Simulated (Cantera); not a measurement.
Cantera run:

```python
import numpy as np
import cantera as ct

gas_names = [...]  # 109 gases of nasa_gas.yaml made of C, Cl, H, Si
cond_names = """
    C(gr) C6H6(L) C7H8(L) C8H18(L),n-octa Si(cr) Si(L) SiC(b)
""".split()


# ... load() reads the species with a 1 bar reference pressure and builds the phases ...
atoms = {
    'SiCl4': {'Si': 1, 'CL': 4},
    'CH4': {'C': 1, 'H': 4},
    'H2': {'H': 2},
}
top_T = {'C(gr)': 4500, 'SiC(b)': 3050}  # K; cautious upper limits of use, not melting points


# ... equilibrate(T, P, feed) seeds the gas with the atoms and calls Mixture.equilibrate('TP', solver="vcs", rtol=1e-11, max_steps=5000) ...
results = []
feed = {'SiCl4': 1, 'CH4': 0.028, 'H2': 900}  # mol
T = 1748  # K
P = 1600  # Pa
mix = equilibrate(T, P, feed)
results.append((T, P, feed, dict(zip(mix.species_names, mix.species_moles))))
print(gas.report(threshold=1e-05))
for i in range(1, mix.n_phases):
    print(f"{mix.phase(i).name:16s} {mix.phase_moles(i):12.5e} mol")
```

It prints:

```
       temperature   1748 K
          pressure   1600 Pa
           density   0.00023912 kg/m^3
  mean mol. weight   2.1721 kg/kmol
   phase of matter   gas

                          1 kg             1 kmol
                     ---------------   ---------------
          enthalpy        2.0488e+07        4.4501e+07  J
   internal energy        1.3797e+07        2.9967e+07  J
           entropy        1.0076e+05        2.1886e+05  J/K
    Gibbs function       -1.5564e+08       -3.3807e+08  J
 heat capacity c_p             15329             33296  J/K
 heat capacity c_v             11501             24981  J/K

                      mass frac. Y      mole frac. X     chem. pot. / RT
                     ---------------   ---------------   ---------------
                 H         0.0008356         0.0018006           -11.601
               HCL          0.072077         0.0042942           -41.813
                H2           0.92229            0.9937           -23.201
                Si         0.0011762        9.0966e-05           -5.0936
             SiCL2         0.0028178        6.1833e-05           -65.518
               SiH        0.00020449        1.5267e-05           -16.694
              SiH2        0.00028262        2.0394e-05           -28.295
     [ +102 minor]        0.00031499         1.361e-05

C(gr)             0.00000e+00 mol
Si(L)             7.94951e-01 mol
SiC(b)            2.70150e-02 mol
```

These are equilibrium values from Cantera (NASA tables, ideal gas, pure condensed phases), not measurements of a reactor. Mutual solubility and eutectic melting of coexisting phases are not modelled. Gases not in the tables: Si2H6 and higher silanes.
